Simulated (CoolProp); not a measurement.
Water at 293.15 K and 0.146 MPa flows at 7.6 m/s in a round tube of 50 mm bore and 45 µm roughness, fully developed (64/Re and Nu = 3.66 if laminar; Colebrook and Gnielinski if turbulent). Each further row changes one setting.

Computed with CoolProp (reference Helmholtz-energy equation of state, Wagner 2002).

| case | Reynolds number | Darcy friction factor | pressure drop (Pa/m) | heat-transfer coefficient (W/(m² K)) | mass flow (kg/h) |
|---|---|---|---|---|---|
| as stated | 379000 | 0.0200 | 11500 | 29400 | 53600 |
| velocity 15.2 m/s | 757000 | 0.0196 | 45100 | 58100 | 107000 |
| diameter 100 mm | 757000 | 0.0170 | 4910 | 26400 | 215000 |

Viscosity comes from a separate model (Huber 2009). Thermal conductivity comes from a separate model (Huber 2012).
